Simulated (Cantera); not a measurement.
Feed: 1 mol PbO, 1.8 mol O2, 12 mol H2, at 13.3 mbar.

Equilibrium computed with Cantera from the NASA thermochemical tables; the gas is ideal and each condensed phase is pure. Candidate condensed phases: H2O, Pb, PbO, PbO2, Pb3O4; 12 gas species. Rates play no part. All values below are at 750 K.

Base state: H2 0.617, H2O 0.383 (mole fractions); condensed: Pb(l).

**Question.** What changes in the equilibrium state with this change: O2 from 1.8 to 0.024 mol?

**Answer.** 
```tsv
species	before	after
H2	0.617	0.913
H2O	0.383	0.0873
Pb(l), mol	1.000	1.000
```
